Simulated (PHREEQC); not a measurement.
Dissolve 0.14 mol/kgw HF, 0.0082 mol/kgw NH4HF2, 0.0012 mol/kgw (NH4)2SiF6 and 3.24e-05 mol/kgw H3PO4 at 25 °C. Closed to the air; pH follows from the charge balance.

All values are PHREEQC results (ion-association model, wateq4f.dat), not measurements.

No solid was allowed to form.

Estimate the pH.

pH 2.20.

In which forms is P present?

H2PO4- 55 %, H3PO4 45 % of the P.

Species that the database lacks are ignored. wateq4f.dat counts part of the HF as a dimer, H2F2, which phreeqc.dat doesn't know; its constant is uncertain. H3PO4, which wateq4f.dat lacks, is added to it with the constant of phreeqc.dat. SiF6-2 is the database's only silicon fluoride.
